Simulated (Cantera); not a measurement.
A perfectly stirred reactor is fed with 73.5 % NH3, 26.5 % N2, at 1100 Pa; it is held at 2223 K, and followed from long to short residence time.

Cantera simulation using the gas-phase N/H chemistry of the illustrative SiF4/NH3 mechanism in the Surface Chemkin manual (1991); the numbers are that mechanism's predictions, not measurements. Walls and surfaces, which speed up NH3 decomposition in real reactors, are not modelled.

### Question
Predict: x(NH3) at τ = 19.0 s; x(NH) at τ = 19.0 s; x(H) at τ = 19.0 s; x(NH2) at τ = 19.0 s; x(N) at τ = 19.0 s; x(NH3) at τ = 0.350 s; x(NH) at τ = 0.350 s; x(H) at τ = 0.350 s; x(NH2) at τ = 0.350 s; x(N) at τ = 0.350 s.

### Answer
- x(NH3) at τ = 19.0 s = 0.00444
- x(NH) at τ = 19.0 s = 1.96e-5
- x(H) at τ = 19.0 s = 0.00484
- x(NH2) at τ = 19.0 s = 0.000106
- x(N) at τ = 19.0 s = 8.40e-6
- x(NH3) at τ = 0.350 s = 0.234
- x(NH) at τ = 0.350 s = 6.52e-5
- x(H) at τ = 0.350 s = 0.000898
- x(NH2) at τ = 0.350 s = 0.00150
- x(N) at τ = 0.350 s = 6.64e-6
